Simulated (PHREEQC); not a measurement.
Make-up at 20 °C: 0.0049 mol/kgw CuCl2 and 0.26 mol/kgw H3BO3. Closed to the air; pH follows from the charge balance.

All values are PHREEQC results (ion-association model, wateq4f.dat), not measurements.

Each row changes one thing in this solution. This is a speciation only: nothing precipitates in the calculation.

```csv
case,pH,ionic strength (mol/kgw),CuCl+ (mol/kgw),H2BO3- (mol/kgw),CuOH+ (mol/kgw),Cu2(OH)2+2 (mol/kgw),SI of Atacamite (Cu2(OH)3Cl),SI of Tenorite (CuO)
as made,4.82,0.0146,6.26e-5,1.03e-5,2.29e-6,1.76e-6,-0.20,-0.68
temperature from 20 to 80 °C,4.33,0.0134,0.000619,8.50e-6,6.19e-7,2.19e-5,+0.49,+0.18
H3BO3 from 0.26 to 0.234 mol/kgw,4.83,0.0146,6.26e-5,9.56e-6,2.36e-6,1.86e-6,-0.17,-0.66
H3BO3 from 0.26 to 0.52 mol/kgw,4.72,0.0146,6.26e-5,1.65e-5,1.82e-6,1.11e-6,-0.50,-0.88
CuCl2 from 0.0049 to 0.00539 mol/kgw,4.81,0.0160,7.42e-5,1.01e-5,2.43e-6,1.99e-6,-0.13,-0.67
CuCl2 from 0.0049 to 0.00049 mol/kgw,4.92,0.00148,8.50e-7,1.19e-5,3.59e-7,3.71e-8,-2.61,-1.35
```

Complexes and solids missing from the database can't appear. Some of these states are supersaturated (in Atacamite, Tenorite (slow to form), for instance). At this temperature some constants are extrapolated from 25 °C, and those without enthalpy data are left unchanged.
